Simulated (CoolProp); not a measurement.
A single-stage vapour-compression cycle with R236EA: evaporating at 322.15 K (dew point), condensing at 370.15 K (bubble point), superheat 0 K, subcooling 0 K, compressor efficiency 0.6, no pressure losses. Each further row changes one setting.

Values from CoolProp's reference Helmholtz-energy equation of state, Rui 2013.

| case | cooling COP | pressure ratio | discharge temperature (K) | refrigerating effect (kJ/kg) | volumetric capacity (kJ/m³) |
|---|---|---|---|---|---|
| as stated | 2.60 | 3.34 | 370.2 | 75.6 | 2160 |
| evaporating temperature 327.15 K | 3.08 | 2.89 | 370.2 | 79.0 | 2610 |
| condensing temperature 365.15 K | 3.11 | 2.99 | 365.1 | 83.0 | 2380 |
| subcooling 5 K | 2.86 | 3.34 | 370.2 | 83.0 | 2380 |
| superheat 10 K | 2.73 | 3.34 | 379.0 | 85.3 | 2330 |
| compressor efficiency 0.5 | 2.17 | 3.34 | 374.1 | 75.6 | 2160 |

The compression ends wet for: as stated; evaporating temperature 327.15 K; condensing temperature 365.15 K; subcooling 5 K.
